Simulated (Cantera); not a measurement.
A perfectly stirred reactor is fed with N₂O : H₂O = 1 : 0.042 (molar parts), at 1330 Pa; it is held at 1400 K, and followed from long to short residence time.

Computed with Cantera and GRI-Mech 3.0 (53 species, 325 reactions). GRI-Mech 3.0 was tuned for natural gas; its chemistry of N2O as a main component is partial and can be far from experiment. Radical loss at walls, strong at low pressure, is not modelled. The temperature is held fixed by assumption; the heat of reaction is taken as removed at once.

Problem. What does this change do: pressure from 1330 Pa to 16000 Pa?

Solution. 
| quantity | before | after |
|---|---|---|
| x(N₂O) at τ = 2.00 s | 0.554 | 0.110 |
| x(H₂O) at τ = 2.00 s | 0.0347 | 0.0287 |
| x(HO₂) at τ = 2.00 s | 1.28e-6 | 1.82e-7 |
| x(NO) at τ = 2.00 s | 0.0446 | 0.0827 |
| x(O₂) at τ = 2.00 s | 0.114 | 0.246 |
| x(N₂O) at τ = 74.0 ms | 0.934 | 0.725 |
| x(H₂O) at τ = 74.0 ms | 0.0399 | 0.0371 |
| x(HO₂) at τ = 74.0 ms | 1.10e-5 | 2.69e-6 |
| x(NO) at τ = 74.0 ms | 0.00286 | 0.0257 |
| x(O₂) at τ = 74.0 ms | 0.00710 | 0.0658 |

Problem. What does this change do: pressure from 1330 Pa to 48000 Pa?

Solution. 
| quantity | before | after |
|---|---|---|
| x(N₂O) at τ = 2.00 s | 0.554 | 0.0491 |
| x(H₂O) at τ = 2.00 s | 0.0347 | 0.0279 |
| x(HO₂) at τ = 2.00 s | 1.28e-6 | 1.91e-7 |
| x(NO) at τ = 2.00 s | 0.0446 | 0.0633 |
| x(O₂) at τ = 2.00 s | 0.114 | 0.276 |
| x(N₂O) at τ = 74.0 ms | 0.934 | 0.503 |
| x(H₂O) at τ = 74.0 ms | 0.0399 | 0.0340 |
| x(HO₂) at τ = 74.0 ms | 1.10e-5 | 1.22e-6 |
| x(NO) at τ = 74.0 ms | 0.00286 | 0.0481 |
| x(O₂) at τ = 74.0 ms | 0.00710 | 0.130 |
